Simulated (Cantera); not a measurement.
Ignition delay

Mixture: CH4 : O2 : N2 = 1 : 2.47 : 9.28 (molar parts), equivalence ratio 0.81, at 13500 Torr, adiabatic and at constant volume. Ignition delay is the time to a rise of 400 K.

Detailed kinetics in Cantera: GRI-Mech 3.0 (53 species, 325 reactions). The pressure lies above the range GRI-Mech 3.0 was tuned for (to about 10 atm).

| T0 (K) | delay (ms) |
|---|---|
| 1225 | 1.60 |
| 1325 | 0.523 |
| 1425 | 0.191 |
| 1525 | 0.0761 |
| 1625 | 0.0327 |
| 1725 | 0.0152 |
| 1825 | 0.00760 |

The apparent activation energy between 1625 and 1825 K comes out as 180 kJ/mol.
